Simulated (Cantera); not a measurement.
A Cantera script and what it prints.

```python
import numpy as np
import cantera as ct

gas_names = """
    Cu CuO Cu2 H HO2 H2 H2O H2O2 O OH O2 O3
""".split()
cond_names = """
    Cu(cr) Cu(L) CuO(s) CuO2H2(s) Cu2O(s) Cu2O(L) H2O(s) H2O(L)
""".split()


# ... load() reads the species with a 1 bar reference pressure and builds the phases ...
atoms = {
    'Cu2O': {'Cu': 2, 'O': 1},
    'H2': {'H': 2},
    'H2O': {'H': 2, 'O': 1},
}
top_T = {'CuO(s)': 1390}  # K; cautious upper limits of use, not melting points


# ... equilibrate(T, P, feed) seeds the gas with the atoms and calls Mixture.equilibrate('TP', solver="vcs", rtol=1e-11, max_steps=5000) ...
results = []
feed = {'Cu2O': 1, 'H2': 130, 'H2O': 0.44}  # mol
P = 101325  # Pa
for T in [748, 848, 948, 1048, 1148, 1248, 1348, 1448, 1548, 1648, 1748]:
    mix = equilibrate(T, P, feed)
    results.append((T, P, feed, dict(zip(mix.species_names, mix.species_moles))))
    x = sorted(zip(gas.X, gas.species_names), reverse=True)
    print(f"T = {T:g} K  P = {P:g} Pa  gas = {mix.phase_moles(0):.4g} mol")
    print("   x: " + "  ".join(f"{s} {v:.3e}" for v, s in x if v > 1e-05))
    print("   condensed (mol): " + ("  ".join(f"{mix.phase(i).name} {mix.phase_moles(i):.4g}"
          for i in range(1, mix.n_phases) if mix.phase_moles(i) > 1e-12) or "none"))
```

It prints:

```
T = 748 K  P = 101325 Pa  gas = 130.4 mol
   x: H2 9.890e-01  H2O 1.104e-02
   condensed (mol): Cu(cr) 2
T = 848 K  P = 101325 Pa  gas = 130.4 mol
   x: H2 9.890e-01  H2O 1.104e-02
   condensed (mol): Cu(cr) 2
T = 948 K  P = 101325 Pa  gas = 130.4 mol
   x: H2 9.890e-01  H2O 1.104e-02
   condensed (mol): Cu(cr) 2
T = 1048 K  P = 101325 Pa  gas = 130.4 mol
   x: H2 9.890e-01  H2O 1.104e-02
   condensed (mol): Cu(cr) 2
T = 1148 K  P = 101325 Pa  gas = 130.4 mol
   x: H2 9.890e-01  H2O 1.104e-02
   condensed (mol): Cu(cr) 2
T = 1248 K  P = 101325 Pa  gas = 130.4 mol
   x: H2 9.890e-01  H2O 1.104e-02
   condensed (mol): Cu(cr) 2
T = 1348 K  P = 101325 Pa  gas = 130.4 mol
   x: H2 9.890e-01  H2O 1.104e-02
   condensed (mol): Cu(cr) 2
T = 1448 K  P = 101325 Pa  gas = 130.4 mol
   x: H2 9.889e-01  H2O 1.104e-02
   condensed (mol): Cu(L) 2
T = 1548 K  P = 101325 Pa  gas = 130.4 mol
   x: H2 9.889e-01  H2O 1.104e-02  H 3.042e-05  Cu 1.775e-05
   condensed (mol): Cu(L) 1.998
T = 1648 K  P = 101325 Pa  gas = 130.5 mol
   x: H2 9.888e-01  H2O 1.104e-02  H 8.797e-05  Cu 7.795e-05
   condensed (mol): Cu(L) 1.99
T = 1748 K  P = 101325 Pa  gas = 130.5 mol
   x: H2 9.885e-01  H2O 1.103e-02  Cu 2.876e-04  H 2.257e-04
   condensed (mol): Cu(L) 1.962
```

Equilibrium computed with Cantera from the NASA thermochemical tables; the gas is ideal and each condensed phase is pure.
